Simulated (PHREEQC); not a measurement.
A solution holds 0.0048 mol Pb(NO3)2 and 0.0022 mol NaCl per kg of water, at 25 °C. Closed to the air; pH follows from the charge balance.

The numbers come from PHREEQC with the ion-association model, phreeqc.dat.

| quantity | before | after |
|---|---|---|
| pH | 5.11 | 5.13 |
| ionic strength (mol/kgw) | 0.0155 | 0.0196 |

**Question.** Name the change that produced these shifts.
(A) diluted 10-fold with water
(B) NaCl replaced by MgCl2 at the same molality
(C) Pb(NO3)2 left out
(D) NaCl left out
(E) NaCl replaced by LiCl at the same molality

**Answer.** B, NaCl replaced by MgCl2 at the same molality

This is a speciation only: nothing precipitates in the calculation.
